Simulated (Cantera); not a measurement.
Cantera run, input and output.

```python
import numpy as np
import cantera as ct

gas = ct.Solution("gri30.yaml")
gas.TPX = 1200, 2000000, {'CH2O': 0.0038, 'O2': 0.0083, 'N2': 1}
reactor = ct.IdealGasConstPressureReactor(gas, energy="off", clone=False)
net = ct.ReactorNet([reactor])
net.rtol, net.atol = 1e-08, 1e-18
show = ['CH2O', 'O2', 'C2H', 'C2H2', 'CO2', 'H2O', 'CH4']
times = np.geomspace(0.0002, 4, 11)

steps = ct.SolutionArray(gas, extra=["t"])
rows = []
print(f"{'t/s':>10s}{'T/K':>9s}{'P/Pa':>11s}" + "".join(f"{s:>11s}" for s in show))
for t in times:
    while net.time < t:
        t_next = net.step()
        steps.append(gas.state, t=t_next)
    rows.append([np.interp(t, steps.t, y) for y in (steps.T, steps.P, *steps(*show).X.T)])
    print(f"{t:10.3e}{rows[-1][0]:9.1f}{rows[-1][1]:11.4g}" + "".join(f"{x:11.3e}" for x in rows[-1][2:]))
rate = np.gradient(steps.T, steps.t)
print("integrator steps:", len(steps.t))
if steps.T.max() > steps.T[0] + 200:
    print(f"time of steepest temperature rise: {steps.t[rate.argmax()]:.4e} s")
gas.TPX = 1200, 2000000, {'CH2O': 0.0038, 'O2': 0.0083, 'N2': 1}
gas.equilibrate("TP")
print(f"equilibrium (TP): T = {gas.T:.1f} K  " + "  ".join(f"{s} {gas[s].X[0]:.3e}" for s in show))
```

Result:

```
       t/s      T/K       P/Pa       CH2O         O2        C2H       C2H2        CO2        H2O        CH4
 2.000e-04   1200.0      2e+06  1.469e-03  7.412e-03  2.660e-22  9.771e-17  2.286e-05  1.176e-03  2.331e-09
 5.384e-04   1200.0      2e+06  3.033e-05  6.777e-03  9.717e-22  8.278e-16  1.999e-04  2.568e-03  2.747e-09
 1.450e-03   1200.0      2e+06  5.253e-07  6.519e-03  4.412e-22  5.684e-16  3.876e-04  2.917e-03  1.869e-09
 3.902e-03   1200.0      2e+06  3.237e-10  6.149e-03  8.115e-23  1.281e-16  7.321e-04  3.327e-03  8.404e-10
 1.051e-02   1200.0      2e+06  3.151e-11  5.738e-03  2.423e-24  5.453e-18  1.265e-03  3.630e-03  1.829e-10
 2.828e-02   1200.0      2e+06  4.184e-12  5.343e-03  4.103e-26  1.251e-19  1.961e-03  3.734e-03  1.183e-11
 7.615e-02   1200.0      2e+06  6.504e-13  4.909e-03  7.222e-28  2.572e-21  2.823e-03  3.749e-03  5.605e-14
 2.050e-01   1200.0      2e+06  3.671e-14  4.572e-03  1.210e-29  5.550e-23  3.501e-03  3.753e-03  3.174e-18
 5.519e-01   1200.0      2e+06  1.264e-16  4.458e-03  9.978e-31  5.894e-24  3.731e-03  3.754e-03  7.720e-25
 1.486e+00   1200.0      2e+06  3.738e-22  4.446e-03  7.183e-32  3.542e-25  3.754e-03  3.755e-03  2.301e-27
 4.000e+00   1200.0      2e+06  3.494e-25  4.446e-03  3.864e-33  2.246e-26  3.755e-03  3.755e-03  6.277e-28
integrator steps: 2158
equilibrium (TP): T = 1200.0 K  CH2O 3.497e-25  O2 4.430e-03  C2H 2.503e-58  C2H2 3.940e-52  CO2 3.755e-03  H2O 3.755e-03  CH4 3.959e-38
```

Detailed kinetics in Cantera: GRI-Mech 3.0 (53 species, 325 reactions). The pressure lies above the range GRI-Mech 3.0 was tuned for (to about 10 atm).
